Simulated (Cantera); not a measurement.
Charge: 1 mol SiC, 1.1 mol O2, 9.1 mol N2, equilibrated at 0.230 bar.

Method: chemical equilibrium by Gibbs-energy minimisation in Cantera with the NASA 1993 tables (ideal gas, pure condensed phases). Candidate condensed phases: C, Si, SiC, SiO2, Si2N2O, Si3N4; 34 gas species. Mutual solubility and eutectic melting of coexisting phases are not modelled. The tables hold silica as quartz up to 1696 K and as liquid above; real silica turns to tridymite and cristobalite and melts near 1996 K. Rates play no part.

Which condensed phases are stable at each of these points (T (°C)): 1350, 1400, 1450, 1500, 1550, 1600, 1650, 1700, 1750?


| T (°C) | condensed phases | Si condensed (%) |
|---|---|---|
| 1350 | SiO2(β-quartz) + Si2N2O(s) | 99.7 |
| 1400 | SiO2(β-quartz) + Si2N2O(s) | 99.0 |
| 1450 | SiO2(condensed) + Si2N2O(s) | 97.1 |
| 1500 | SiO2(condensed) + Si2N2O(s) | 92.4 |
| 1550 | SiO2(condensed) + Si2N2O(s) | 80.5 |
| 1600 | SiO2(condensed) + Si2N2O(s) | 51.4 |
| 1650 | SiO2(condensed) | 20.0 |
| 1700 | SiO2(condensed) | 19.9 |
| 1750 | SiO2(l) | 19.9 |

From 1350 °C to 1400 °C the condensed part is SiO2(β-quartz) + Si2N2O(s). From 1450 °C to 1600 °C the condensed part is SiO2(condensed) + Si2N2O(s). From 1650 °C to 1700 °C the condensed part is SiO2(condensed). At 1750 °C the condensed part is SiO2(l).
